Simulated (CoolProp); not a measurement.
A single-stage vapour-compression cycle with R22: evaporating at 207.15 K (dew point), condensing at 245.15 K (bubble point), superheat 0 K, subcooling 8 K, compressor efficiency 0.6, no pressure losses. Each further row changes one setting.

Model: reference Helmholtz-energy equation of state, Kamei 1995, in CoolProp.

```tsv
case	cooling COP	pressure ratio	discharge temperature (K)	refrigerating effect (kJ/kg)	volumetric capacity (kJ/m³)
as stated	2.94	6.78	328.9	216	290
evaporating temperature 212.15 K	3.54	5.03	315.3	219	386
condensing temperature 240.15 K	3.45	5.48	314.9	222	297
subcooling 13 K	3.01	6.78	328.9	222	297
superheat 10 K	2.88	6.78	341.7	222	283
compressor efficiency 0.5	2.45	6.78	349.6	216	290
```
